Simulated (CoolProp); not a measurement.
A simple Rankine cycle with water: condensing at 304.15 K, boiler at 6.86 MPa, turbine inlet 559.6 K, turbine efficiency 0.9, pump efficiency 0.7, no recuperator. Each further row changes one setting.

The numbers come from the reference Helmholtz-energy equation of state, Wagner 2002 in CoolProp.

```csv
case,thermal efficiency (%),net work (kJ/kg),heat in (kJ/kg),turbine exit temperature (K),volume ratio over the turbine
as stated,34.2,903,2640,304.1,?
turbine inlet 579.6 K,34.4,?,2730,304.1,738
condensing temperature 296.15 K,?,943,2680,296.2,1220
boiler pressure 4.8 MPa,33.2,913,?,304.1,518
turbine efficiency 0.8,?,802,2640,304.1,835
```

Question: Complete the blanks.

Answer: 
- as stated, volume ratio over the turbine: 789
- turbine inlet 579.6 K, net work (kJ/kg): 940
- condensing temperature 296.15 K, thermal efficiency (%): 35.2
- boiler pressure 4.8 MPa, heat in (kJ/kg): 2750
- turbine efficiency 0.8, thermal efficiency (%): 30.3

The expansion ends wet for: as stated; turbine inlet 579.6 K; condensing temperature 296.15 K; boiler pressure 4.8 MPa; turbine efficiency 0.8.
